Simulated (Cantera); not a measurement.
A perfectly stirred reactor is fed with 16.4 % NH3, 83.6 % H2, at 84000 Pa; it is held at 2298 K, and followed from long to short residence time.

Model: the gas-phase N/H chemistry of the illustrative SiF4/NH3 mechanism in the Surface Chemkin manual (1991), integrated in Cantera. Walls and surfaces, which speed up NH3 decomposition in real reactors, are not modelled.

Task: Predict: x(NH3) at τ = 4.60 s; x(H2) at τ = 4.60 s; x(NH) at τ = 4.60 s; x(N) at τ = 4.60 s; x(N2) at τ = 4.60 s; x(NH3) at τ = 0.190 s; x(H2) at τ = 0.190 s; x(NH) at τ = 0.190 s; x(N) at τ = 0.190 s; x(N2) at τ = 0.190 s.

Result: 
```json
{
 "x(NH3) at τ = 4.60 s": "0.000355",
 "x(H2) at τ = 4.60 s": "0.920",
 "x(NH) at τ = 4.60 s": "2.94e-6",
 "x(N) at τ = 4.60 s": "1.49e-6",
 "x(N2) at τ = 4.60 s": "0.0699",
 "x(NH3) at τ = 0.190 s": "0.00214",
 "x(H2) at τ = 0.190 s": "0.920",
 "x(NH) at τ = 0.190 s": "1.39e-5",
 "x(N) at τ = 0.190 s": "6.27e-6",
 "x(N2) at τ = 0.190 s": "0.0692"
}
```
